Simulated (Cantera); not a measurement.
Feed: 1 mol Si, 2.1 mol HCl, a varied amount of H₂, held at 1352 °C and 0.100 bar.

These are equilibrium values from Cantera (NASA tables, ideal gas, pure condensed phases), not measurements of a reactor. Candidate condensed phases: Si; 19 gas species. The numbers say what is thermodynamically allowed, not how fast it happens.

**Question.** What share of the Si ends up in condensed phases as a function of n(H₂) (mol), at 1.4, 1.7, 2, 2.4, 2.9, 3.4, 4.1, 4.9, 5.9, 7, 8.4, 10, 12?

**Answer.** 
```tsv
n(H₂) (mol)	Si condensed (%)	as
1.4	30.0	Si(s)
1.7	31.5	Si(s)
2	32.8	Si(s)
2.4	34.5	Si(s)
2.9	36.4	Si(s)
3.4	38.2	Si(s)
4.1	40.5	Si(s)
4.9	42.8	Si(s)
5.9	45.4	Si(s)
7	47.9	Si(s)
8.4	50.8	Si(s)
10	53.6	Si(s)
12	56.6	Si(s)
```
